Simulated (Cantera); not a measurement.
Input: 1 mol SiH₄, 0.19 mol HCl, 35 mol N₂, at 827 °C and 0.100 bar.

Method: chemical equilibrium by Gibbs-energy minimisation in Cantera with the NASA 1993 tables (ideal gas, pure condensed phases). Candidate condensed phases: NH₄Cl, Si, Si₃N₄; 28 gas species. N₂ is the only nitrogen source here; it is nearly inert below about 1500 K, so the nitride shown seldom forms there in practice. Kinetics and transport are ignored.

Base state: N₂ 0.940, H₂ 0.0548, HCl 0.00520 (mole fractions); condensed: Si₃N₄(s).

Question: What changes in the equilibrium state with this change: SiH₄ replaced by Si₂Cl₆?

Answer: 
```
species         before     after
-------------  -------  --------
N₂               0.940     0.954
SiCl₄          2.48e-8    0.0412
HCl            0.00520   0.00514
H₂              0.0548   4.13e-5
SiCl₃          2.91e-9  0.000134
Si₃N₄(s), mol    0.333     0.166
```
The feed counts by its element totals alone. The tables' values for SiCl₃ are old estimates; treat these amounts as uncertain.
